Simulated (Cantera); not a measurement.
Feed: 1 mol CaO, 6.7 mol HBr, 0.21 mol H2, at 10.0 mbar.

These are equilibrium values from Cantera (NASA tables, ideal gas, pure condensed phases), not measurements of a reactor. Candidate condensed phases: Br2, Ca, CaBr2, CaO, Ca(OH)2, H2O; 19 gas species. Rates play no part.

x: gas mole fraction; n: condensed amount in mol.

| T (K) | x HBr | x H2O | x CaBr2 | x Br | x H2 | n CaBr2(s) | n CaBr2(l) |
|---|---|---|---|---|---|---|---|
| 748 | 0.795 | 0.169 | 3.59e-10 | 3.51e-7 | 0.0355 | 1.00 | 0 |
| 823 | 0.795 | 0.169 | ___ | ___ | 0.0355 | 1.00 | 0 |
| 898 | 0.795 | 0.169 | 8.38e-7 | 2.04e-5 | 0.0355 | 1.000 | 0 |
| 973 | 0.795 | 0.169 | 1.61e-5 | 9.77e-5 | 0.0356 | 1.000 | 0 |
| 1048 | 0.795 | 0.169 | 0.000178 | 0.000374 | 0.0357 | 0 | 0.999 |
| 1123 | 0.793 | 0.169 | 0.00122 | 0.00119 | 0.0361 | 0 | 0.993 |
| 1198 | 0.785 | 0.168 | 0.00642 | 0.00326 | 0.0369 | 0 | 0.962 |
| 1273 | 0.763 | 0.164 | ___ | ___ | 0.0384 | 0 | ___ |
| 1348 | 0.697 | 0.152 | 0.0959 | 0.0154 | 0.0397 | 0 | 0.367 |
| 1423 | 0.643 | 0.143 | 0.143 | 0.0278 | 0.0441 | 0 | 0 |
| 1498 | 0.617 | 0.141 | 0.141 | 0.0466 | 0.0532 | 0 | 0 |
| 1573 | 0.584 | 0.140 | 0.140 | 0.0717 | 0.0654 | 0 | 0 |

Question: Complete the blanks.

Answer: 
- 1273, x CaBr2: 0.0272
- 1273, x Br: 0.00767
- 1273, n CaBr2(l): 0.834
- 823, x CaBr2: 2.50e-8
- 823, x Br: 3.21e-6
